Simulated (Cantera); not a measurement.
**Equilibrium for iron carbonyl, mercury and lead vapours: PbO + O2 + N2**

Input: 1 mol PbO, 2.2 mol O2, 44 mol N2, at 10.0 mbar.

Method: chemical equilibrium by Gibbs-energy minimisation in Cantera with the NASA 1993 tables (ideal gas, pure condensed phases). Candidate condensed phases: Pb, PbO, PbO2, Pb3O4; 12 gas species. Gases not in the tables: (PbO)n polymers. Rates play no part.

From 598 K to 698 K the condensed part is PbO(red). From 798 K to 1098 K the condensed part is PbO(yellow). At 1198 K the condensed part is PbO(l). From 1298 K to 1498 K nothing is condensed.

```
T (K)   x N2    x O2     x PbO      x Pb      x NO       x O    x NO2  n PbO(red)  n PbO(yellow)  n PbO(l)
-----  -----  ------  --------  --------  --------  --------  -------  ----------  -------------  --------
598    0.952  0.0476    <1e-12    <1e-12   1.01e-8    <1e-12  2.87e-9        1.00              0         0
698    0.952  0.0476  1.44e-11    <1e-12   1.41e-7    <1e-12  7.46e-9        1.00              0         0
798    0.952  0.0476   6.30e-9    <1e-12   1.01e-6    <1e-12  1.53e-8           0           1.00         0
898    0.952  0.0476   6.87e-7  1.78e-10   4.70e-6  1.09e-11  2.67e-8           0          1.000         0
998    0.952  0.0476   2.85e-5   4.00e-8   1.60e-5  3.23e-10  4.18e-8           0          0.999         0
1098   0.952  0.0476  0.000586   3.28e-6   4.37e-5   5.18e-9  6.03e-8           0          0.973         0
1198   0.946  0.0473   0.00655  0.000116  0.000100   5.22e-8  8.14e-8           0              0     0.690
1298   0.932  0.0470    0.0202  0.000954  0.000201   3.70e-7  1.04e-7           0              0         0
1398   0.931  0.0474    0.0191   0.00207  0.000370   2.00e-6  1.32e-7           0              0         0
1498   0.930  0.0481    0.0173   0.00385  0.000630   8.66e-6  1.63e-7           0              0         0
```
x: gas mole fraction; n: condensed amount in mol.
